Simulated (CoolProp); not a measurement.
Vapour-liquid equilibrium of n-heptane (1) + n-dodecane (2) at 47.95 °C; x and y are mole fractions of (1).

Model: multi-fluid Helmholtz-energy mixture model, Span 2003 and Lemmon 2004; pair parameters Bell 2016, in CoolProp.

Q: Give the bubble pressure and the first vapour's composition at x = 0.05, 0.2, 0.65. Is there an azeotrope?

A: x = 0.05: 0.9421 kPa, y = 0.897; x = 0.2: 3.645 kPa, y = 0.978; x = 0.65: 11.60 kPa, y = 0.997. No azeotrope shows between x = 0.05 and 0.95.

The pair parameters rest on a limited set of measurements; away from them the model extrapolates. The gap from Raoult's law changes sign with composition, which may be real or a fault of the pair parameters; it wasn't checked against measurements.
